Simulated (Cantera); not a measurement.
Cantera run, input and output.

```python
import numpy as np
import cantera as ct

gas = ct.Solution("gri30.yaml")
gas.TPX = 1698, 420, {'CH4': 1, 'N2': 3.1}
reactor = ct.IdealGasConstPressureReactor(gas, energy="off", clone=False)
net = ct.ReactorNet([reactor])
net.rtol, net.atol = 1e-08, 1e-18
show = ['CH4', 'H', 'C2H6', 'CH3', 'C2H4']
times = np.geomspace(0.0006, 20, 12)

steps = ct.SolutionArray(gas, extra=["t"])
rows = []
print(f"{'t/s':>10s}{'T/K':>9s}{'P/Pa':>11s}" + "".join(f"{s:>11s}" for s in show))
for t in times:
    while net.time < t:
        t_next = net.step()
        steps.append(gas.state, t=t_next)
    rows.append([np.interp(t, steps.t, y) for y in (steps.T, steps.P, *steps(*show).X.T)])
    print(f"{t:10.3e}{rows[-1][0]:9.1f}{rows[-1][1]:11.4g}" + "".join(f"{x:11.3e}" for x in rows[-1][2:]))
rate = np.gradient(steps.T, steps.t)
print("integrator steps:", len(steps.t))
if steps.T.max() > steps.T[0] + 200:
    print(f"time of steepest temperature rise: {steps.t[rate.argmax()]:.4e} s")
gas.TPX = 1698, 420, {'CH4': 1, 'N2': 3.1}
gas.equilibrate("TP")
print(f"equilibrium (TP): T = {gas.T:.1f} K  " + "  ".join(f"{s} {gas[s].X[0]:.3e}" for s in show))
```

It prints:

```
       t/s      T/K       P/Pa        CH4          H       C2H6        CH3       C2H4
 6.000e-04   1698.0        420  2.439e-01  4.754e-07  7.377e-11  1.829e-05  7.180e-10
 1.546e-03   1698.0        420  2.438e-01  4.775e-07  1.274e-09  4.789e-05  1.733e-08
 3.986e-03   1698.0        420  2.438e-01  4.929e-07  1.891e-08  1.241e-04  3.417e-07
 1.027e-02   1698.0        420  2.435e-01  5.985e-07  2.255e-07  3.198e-04  6.134e-06
 2.647e-02   1698.0        420  2.427e-01  1.333e-06  2.042e-06  8.192e-04  1.039e-04
 6.823e-02   1698.0        420  2.375e-01  7.361e-06  1.440e-05  2.030e-03  1.567e-03
 1.759e-01   1698.0        420  1.912e-01  6.945e-05  5.215e-05  3.628e-03  1.054e-02
 4.533e-01   1698.0        420  9.023e-02  2.370e-04  2.230e-05  2.254e-03  3.080e-03
 1.168e+00   1698.0        420  3.394e-02  3.752e-04  4.263e-06  1.007e-03  4.121e-04
 3.011e+00   1698.0        420  9.621e-03  5.675e-04  5.453e-07  3.905e-04  4.883e-05
 7.760e+00   1698.0        420  1.883e-03  9.129e-04  3.782e-08  1.195e-04  8.735e-06
 2.000e+01   1698.0        420  3.557e-04  1.183e-03  1.842e-09  2.910e-05  6.060e-06
integrator steps: 1398
equilibrium (TP): T = 1698.0 K  CH4 1.921e-05  H 1.217e-03  C2H6 8.482e-12  CH3 1.616e-06  C2H4 3.015e-06
```

Detailed kinetics in Cantera: GRI-Mech 3.0 (53 species, 325 reactions). GRI-Mech 3.0 stops at C3 and has no aromatics, soot or wall deposition, so with more carbon than oxygen in the feed, carbon stays in small species such as C2H2 where larger ones or solid carbon would form. Radical loss at walls, strong at low pressure, is not modelled.
